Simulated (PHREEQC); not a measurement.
## Brine (model solution)

Make-up at 15 °C: 0.75 mol/kgw LiCl and 0.75 mol/kgw BaCl2. Closed to the air; pH follows from the charge balance.

Equilibrium calculation in PHREEQC: Pitzer model, pitzer.dat.

No solid was allowed to form.

Task: Estimate the activity of water, osmotic coefficient.

Result: activity of water 0.929; osmotic coefficient 1.093.

Complexes and solids missing from the database can't appear.
